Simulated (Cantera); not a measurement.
# Equilibrium for metals in furnace atmospheres: Pb + CO + H2

A closed system holds: 1 mol Pb, 0.14 mol CO, 5.4 mol H2, at 21800 Torr.

Equilibrium computed with Cantera from the NASA thermochemical tables; the gas is ideal and each condensed phase is pure. Candidate condensed phases: C, C6H6, C7H8, C8H18, H2O, Pb, PbO, PbO2, Pb3O4; 113 gas species. Equilibrium is a limit: real reactors are often held back by kinetics, nucleation or transport.

From 948 K to 1548 K the condensed part is Pb(l). The main Pb-bearing gas is Pb throughout.

```
T (K)   x H2    x CH4    x H2O      x CO      x Pb    x CO2  n Pb(l)
-----  -----  -------  -------  --------  --------  -------  -------
948    0.947   0.0266   0.0266   5.97e-6   1.65e-7  3.03e-7    1.000
1023   0.947   0.0266   0.0266   4.81e-5   9.19e-7  1.76e-6    1.000
1098   0.947   0.0263   0.0263  0.000288   4.03e-6  7.95e-6    1.000
1173   0.948   0.0252   0.0252   0.00128   1.45e-5  2.68e-5    1.000
1248   0.951   0.0223   0.0223   0.00401   4.48e-5  6.02e-5    1.000
1323   0.956   0.0176   0.0175   0.00844  0.000121  8.35e-5    0.999
1398   0.961   0.0127   0.0127    0.0131  0.000294  7.97e-5    0.998
1473   0.965  0.00886  0.00880    0.0168  0.000649  6.18e-5    0.996
1548   0.967  0.00611  0.00607    0.0194   0.00133  4.37e-5    0.993
```
x: gas mole fraction; n: condensed amount in mol.
